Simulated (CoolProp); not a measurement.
Vapour-liquid equilibrium of carbon dioxide (1) + n-pentane (2) at 275.5 K; x and y are mole fractions of (1).

Values from CoolProp's multi-fluid Helmholtz-energy mixture model, Span 1996 and Thol 2019; pair parameters Kunz 2012.

| x | bubble pressure, mixture model (MPa) | bubble pressure, Raoult's law (MPa) | y, mixture model | y, Raoult's law |
|---|---|---|---|---|
| 0.05 | 0.2514 | 0.2112 | 0.890 | 0.878 |
| 0.125 | 0.6171 | 0.4872 | 0.954 | 0.951 |
| 0.2 | 0.9878 | 0.7631 | (withheld) | 0.971 |
| 0.275 | 1.334 | 1.039 | 0.977 | 0.981 |
| 0.35 | 1.639 | 1.315 | 0.981 | 0.987 |
| 0.425 | 1.894 | 1.591 | 0.983 | 0.990 |
| 0.5 | 2.106 | 1.867 | (withheld) | 0.993 |
| 0.575 | (withheld) | 2.143 | 0.986 | 0.995 |
| 0.65 | (withheld) | 2.419 | 0.987 | 0.996 |
| 0.725 | 2.642 | 2.695 | 0.989 | 0.997 |
| 0.8 | 2.852 | 2.971 | 0.991 | 0.998 |
| 0.875 | 3.112 | 3.247 | 0.993 | 0.999 |
| 0.95 | 3.441 | 3.523 | 0.997 | 1.000 |

Task: What belongs in the gaps?

Result: 
- 0.2, y, mixture model: 0.970
- 0.5, y, mixture model: 0.985
- 0.575, bubble pressure, mixture model (MPa): 2.289
- 0.65, bubble pressure, mixture model (MPa): 2.461

The largest gap from Raoult's law is +29.4 % in bubble pressure, at x = 0.2. No azeotrope shows between x = 0.05 and 0.95.

Pair parameters are fitted to limited data, so mixtures are less certain than the pure fluids. The gap from Raoult's law changes sign with composition, which may be real or a fault of the pair parameters; it wasn't checked against measurements.
